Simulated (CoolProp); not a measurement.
Vapour-liquid equilibrium of diethyl ether (1) + acetone (2) at 385.2 K; x and y are mole fractions of (1).

Values from CoolProp's multi-fluid Helmholtz-energy mixture model, Thol 2014 and Lemmon 2006; pair parameters Bell 2016.

Task: Give the bubble pressure and the first vapour's composition at x = 0.2, 0.65, 0.8. Is there an azeotrope?

Result: x = 0.2: 6.222 bar, y = 0.328; x = 0.65: 8.086 bar, y = 0.726; x = 0.8: 8.407 bar, y = 0.830. No azeotrope shows between x = 0.05 and 0.95.

The pair parameters rest on a limited set of measurements; away from them the model extrapolates.
